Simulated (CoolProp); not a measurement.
A Linde-Hampson liquefier for CF4 (R14): isothermal reversible compression at 250 K from 1 atm to 25 MPa, throttling to 1 atm, return gas leaving the recuperator 5 K below the feed. Each further row changes one setting.

Values from CoolProp's reference Helmholtz-energy equation of state, Platzer 1990. This equation is an older, rougher fit; its heat capacities, sound speeds and derivatives of the liquid may be far off and weren't checked against measurements.

```csv
case,liquid yield per pass,compression work (kJ/kg of gas)
as stated,0.428,104
high pressure 50 MPa,0.405,124
warm-end temperature 280 K,(withheld),(withheld)
warm-end gap 10 K,(withheld),104
```

Problem. What belongs in the gaps?

Solution. 
- warm-end temperature 280 K, liquid yield per pass: 0.330
- warm-end temperature 280 K, compression work (kJ/kg of gas): 126
- warm-end gap 10 K, liquid yield per pass: 0.418
